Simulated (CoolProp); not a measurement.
Octamethyltrisiloxane (MDM) along the isobar 524 kPa: density (kg/m³) from the reference equation and from simpler models built on Tc = 292.2 °C, pc = 1438 kPa, ω = 0.528; each cubic takes its own stable root.

The numbers come from the reference Helmholtz-energy equation of state, Thol 2017 in CoolProp.

| T (°C) | phase | reference | Redlich-Kwong | Soave-Redlich-Kwong | Peng-Robinson |
|---|---|---|---|---|---|
| 179.25 | liquid | 642.0 | 530.1 | 582.7 | 660.2 |
| 192.85 | liquid | 622.5 | 508.6 | 561.8 | 636.8 |
| 206.55 | liquid | 601.1 | 41.14 | 538.1 | 610.2 |
| 220.15 | liquid | 577.7 | 38.73 | 511.1 | 579.7 |
| 233.75 | gas | 38.40 | 36.70 | 37.93 | 38.66 |
| 247.35 | gas | 35.95 | 34.96 | 35.72 | 36.37 |
| 260.95 | gas | 33.98 | 33.43 | 33.87 | 34.46 |
| 274.65 | gas | 32.32 | 32.07 | 32.28 | 32.81 |
| 288.25 | gas | 30.90 | 30.85 | 30.89 | 31.38 |
| 301.85 | gas | 29.66 | 29.75 | 29.66 | 30.12 |

At some of these states Redlich-Kwong gives the other phase, because its saturation line lies elsewhere.
